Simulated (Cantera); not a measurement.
A perfectly stirred reactor is fed with 8.24 % CO, 3.96 % H2, 1.57 % CH4, 18.1 % O2, 68.1 % N2, equivalence ratio 0.51, at 1950 Torr; it is adiabatic with a 425 K inlet, and is followed from long to short residence time, starting on the burning branch (τ in s: 0.4, 0.13, 0.045, 0.015, 0.0052, 0.0018, 0.00059, 0.0002, 6.8e-05, 2.3e-05).

Detailed kinetics in Cantera: GRI-Mech 3.0 (53 species, 325 reactions).

Task: Predict: blow-out, bracketed by the residence times tried; x(CO) at τ = 0.400 s; x(H2) at τ = 0.400 s; x(CH4) at τ = 0.400 s; x(H2O2) at τ = 0.400 s; x(CO2) at τ = 0.400 s; x(CO) at τ = 1.80 ms; x(H2) at τ = 1.80 ms; x(CH4) at τ = 1.80 ms; x(H2O2) at τ = 1.80 ms; x(CO2) at τ = 1.80 ms.

Result: 
- blow-out, bracketed by the residence times tried = burning at 0.200 ms, out at 68.0 µs
- x(CO) at τ = 0.400 s = 0.000142
- x(H2) at τ = 0.400 s = 1.62e-5
- x(CH4) at τ = 0.400 s = 8.05e-7
- x(H2O2) at τ = 0.400 s = 4.70e-8
- x(CO2) at τ = 0.400 s = 0.104
- x(CO) at τ = 1.80 ms = 0.00499
- x(H2) at τ = 1.80 ms = 0.000465
- x(CH4) at τ = 1.80 ms = 2.73e-5
- x(H2O2) at τ = 1.80 ms = 4.52e-7
- x(CO2) at τ = 1.80 ms = 0.0990
